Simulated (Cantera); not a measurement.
**Adiabatic ignition**

An adiabatic, constant-volume homogeneous reactor starts with 9.42 % CH₄, 17.1 % O₂, 64.4 % N₂, 9.04 % H₂O, equivalence ratio 1.1, at 1275 K and 10.0 bar.

Detailed kinetics in Cantera: GRI-Mech 3.0 (53 species, 325 reactions).

| t (s) | T (K) | P (bar) | x CH₄ | x O₂ | x H₂O | x HCN | x NO | x C₂H | x C₂H₄ |
|---|---|---|---|---|---|---|---|---|---|
| 8.00e-6 | 1275 | 10.00 | 0.0942 | 0.171 | 0.0904 | <1e-12 | <1e-12 | <1e-12 | 3.13e-12 |
| 2.09e-5 | 1275 | 10.00 | 0.0942 | 0.171 | 0.0904 | <1e-12 | <1e-12 | <1e-12 | 7.90e-11 |
| 5.45e-5 | 1275 | 10.00 | 0.0942 | 0.171 | 0.0904 | <1e-12 | <1e-12 | <1e-12 | 2.79e-9 |
| 0.000142 | 1275 | 10.0 | 0.0941 | 0.171 | 0.0904 | <1e-12 | <1e-12 | <1e-12 | 9.47e-8 |
| 0.000371 | 1276 | 10.0 | 0.0940 | 0.171 | 0.0905 | <1e-12 | <1e-12 | <1e-12 | 1.02e-6 |
| 0.000969 | 1280 | 10.0 | 0.0933 | 0.171 | 0.0911 | <1e-12 | <1e-12 | <1e-12 | 1.08e-5 |
| 0.00253 | 2918 | 23.7 | <1e-12 | 0.00603 | 0.239 | 1.80e-8 | 0.00647 | <1e-12 | <1e-12 |
| 0.00660 | 2918 | 23.7 | <1e-12 | 0.00603 | 0.239 | 1.80e-8 | 0.00648 | <1e-12 | <1e-12 |
| 0.0172 | 2918 | 23.7 | <1e-12 | 0.00603 | 0.239 | 1.80e-8 | 0.00648 | <1e-12 | <1e-12 |
| 0.0450 | 2918 | 23.7 | <1e-12 | 0.00603 | 0.239 | 1.80e-8 | 0.00648 | <1e-12 | <1e-12 |
| 0.117 | 2918 | 23.7 | <1e-12 | 0.00603 | 0.239 | 1.80e-8 | 0.00648 | <1e-12 | <1e-12 |
| 0.306 | 2918 | 23.7 | <1e-12 | 0.00603 | 0.239 | 1.80e-8 | 0.00648 | <1e-12 | <1e-12 |
| 0.800 | 2918 | 23.7 | <1e-12 | 0.00603 | 0.239 | 1.80e-8 | 0.00648 | <1e-12 | <1e-12 |
x: mole fraction; the columns are a selection and need not sum to one.

```
Quantity                                                            Result
---------------------------------  ---------------------------------------
time of steepest temperature rise                                  2.10 ms
temperature at 0.800 s                                              2918 K
equilibrium temperature                                             2918 K
x(CH₄) at 0.800 s                    <1e-12 (gas-phase equilibrium <1e-12)
x(O₂) at 0.800 s                   0.00603 (gas-phase equilibrium 0.00603)
x(H₂O) at 0.800 s                      0.239 (gas-phase equilibrium 0.239)
```
